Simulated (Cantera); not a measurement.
Charge: 1 mol CH₃SiCl₃, 2.1 mol H₂, 0.11 mol HCl, at 2202 °C and 0.0140 bar.

Method: chemical equilibrium by Gibbs-energy minimisation in Cantera with the NASA 1993 tables (ideal gas, pure condensed phases). Candidate condensed phases: C, C₆H₆, C₇H₈, C₈H₁₈, Si, SiC; 109 gas species. The feed counts by its element totals alone. The tables' values for SiCl, SiCl₃ are old estimates; treat these amounts as uncertain. Gases not in the tables: Si₂H₆ and higher silanes. Equilibrium is a limit: real reactors are often held back by kinetics, nucleation or transport.

Base state: H₂ 0.375, HCl 0.289, H 0.116, SiCl₂ 0.0641, Cl 0.0635, Si 0.0539, SiCl 0.0140, SiC₂ 0.0130 (mole fractions); condensed: C(graphite).

Problem. What changes in the equilibrium state with this change: pressure from 0.0140 bar to 0.0410 bar?

Solution. 
```csv
species,before,after
H₂,0.375,0.433
HCl,0.289,0.326
SiCl₂,0.0641,0.0831
H,0.116,0.0732
Si,0.0539,0.0216
SiC₂,0.0130,0.00522
Cl,0.0635,0.0389
SiCl,0.0140,0.0101
C₃,2.40e-5,8.18e-6
SiC,2.17e-5,8.72e-6
"C(graphite), mol",0.750,0.605
"SiC(s), mol",0,0.269
```
